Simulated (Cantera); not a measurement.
A freely propagating, adiabatic, planar premixed flame of 4.12 % CH4, 0.659 % C2H6, 0.169 % C3H8, 16.8 % O2, 78.3 % N2, unburnt at 398 K and 32000 Pa; mixture-averaged transport, grid criteria slope 0.08 and curve 0.16, no radiation.

Computed with Cantera and GRI-Mech 3.0 (53 species, 325 reactions). Burning velocities carry a grid error of a few per cent, more on coarse grids.

x: mole fraction of selected species; z is measured from the peak of heat release.

| z (mm) | T (K) | u (m/s) | x CH4 | x C2H6 | x C3H8 | x H | x OH | x C2H4 |
|---|---|---|---|---|---|---|---|---|
| -5.54 | 398 | 0.303 | 0.0412 | 0.00659 | 0.00169 | <1e-8 | <1e-8 | 1.28e-7 |
| -3.69 | 401 | 0.305 | 0.0410 | 0.00658 | 0.00169 | <1e-8 | <1e-8 | 1.79e-6 |
| -2.77 | 412 | 0.313 | 0.0406 | 0.00656 | 0.00168 | <1e-8 | <1e-8 | 1.05e-5 |
| -1.85 | 474 | 0.362 | 0.0382 | 0.00636 | 0.00166 | <1e-8 | 2.22e-8 | 9.25e-5 |
| -0.923 | [?] | 0.597 | [?] | [?] | [?] | [?] | [?] | [?] |
| -0.462 | 1073 | 0.830 | 0.0159 | 0.00211 | 0.000473 | 0.000167 | 9.15e-5 | 0.000961 |
| 0 | 1360 | 1.06 | [?] | [?] | [?] | [?] | [?] | [?] |
| 0.462 | 1475 | 1.14 | 0.000297 | 2.72e-7 | <1e-8 | 0.00211 | 0.00246 | 6.89e-6 |
| 0.923 | 1518 | 1.17 | 1.16e-5 | <1e-8 | <1e-8 | 0.00239 | 0.00305 | 5.27e-8 |
| 1.85 | 1570 | 1.21 | 2.85e-8 | <1e-8 | <1e-8 | 0.00196 | 0.00329 | <1e-8 |
| 3.69 | 1625 | 1.25 | <1e-8 | <1e-8 | <1e-8 | 0.00103 | 0.00301 | <1e-8 |
| 7.39 | 1666 | 1.27 | <1e-8 | <1e-8 | <1e-8 | 0.000343 | 0.00227 | <1e-8 |
| 14.8 | 1689 | 1.29 | <1e-8 | <1e-8 | <1e-8 | 7.48e-5 | 0.00143 | <1e-8 |

Q: Complete the blanks.

A: 
- -0.923, T (K): 776
- -0.923, x CH4: 0.0272
- -0.923, x C2H6: 0.00454
- -0.923, x C3H8: 0.00121
- -0.923, x H: 1.24e-5
- -0.923, x OH: 8.51e-6
- -0.923, x C2H4: 0.000691
- 0, x CH4: 0.00412
- 0, x C2H6: 0.000136
- 0, x C3H8: 1.57e-5
- 0, x H: 0.00106
- 0, x OH: 0.00100
- 0, x C2H4: 0.000305
